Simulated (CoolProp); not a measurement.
Vapour-liquid equilibrium of dimethyl ether (1) + 1-butene (2) at 0.985 bar; x and y are mole fractions of (1).

Values from CoolProp's multi-fluid Helmholtz-energy mixture model, Wu 2011 and Lemmon 2005; pair parameters Bell 2016.

```json
[
 {"x": "0.05", "bubble temperature (°C)": "-9.1", "y at the bubble point": "0.122", "dew temperature at overall composition x (°C)": "___", "liquid density (mol/L)": "11.36"},
 {"x": "0.2", "bubble temperature (°C)": "-14.0", "y at the bubble point": "___", "dew temperature at overall composition x (°C)": "-10.5", "liquid density (mol/L)": "11.96"},
 {"x": "0.35", "bubble temperature (°C)": "-17.6", "y at the bubble point": "0.557", "dew temperature at overall composition x (°C)": "-13.4", "liquid density (mol/L)": "___"},
 {"x": "0.5", "bubble temperature (°C)": "-20.2", "y at the bubble point": "0.681", "dew temperature at overall composition x (°C)": "-16.4", "liquid density (mol/L)": "13.26"},
 {"x": "0.65", "bubble temperature (°C)": "-22.1", "y at the bubble point": "0.782", "dew temperature at overall composition x (°C)": "-19.5", "liquid density (mol/L)": "13.99"},
 {"x": "0.8", "bubble temperature (°C)": "-23.7", "y at the bubble point": "0.873", "dew temperature at overall composition x (°C)": "-22.5", "liquid density (mol/L)": "14.78"},
 {"x": "0.95", "bubble temperature (°C)": "-25.0", "y at the bubble point": "___", "dew temperature at overall composition x (°C)": "-24.8", "liquid density (mol/L)": "15.66"}
]
```

### Question
What belongs in the gaps?

### Answer

- 0.05, dew temperature at overall composition x (°C): -7.9
- 0.2, y at the bubble point: 0.385
- 0.35, liquid density (mol/L): 12.59
- 0.95, y at the bubble point: 0.966

No azeotrope shows between x = 0.05 and 0.95.

Pair parameters are fitted to limited data, so mixtures are less certain than the pure fluids.
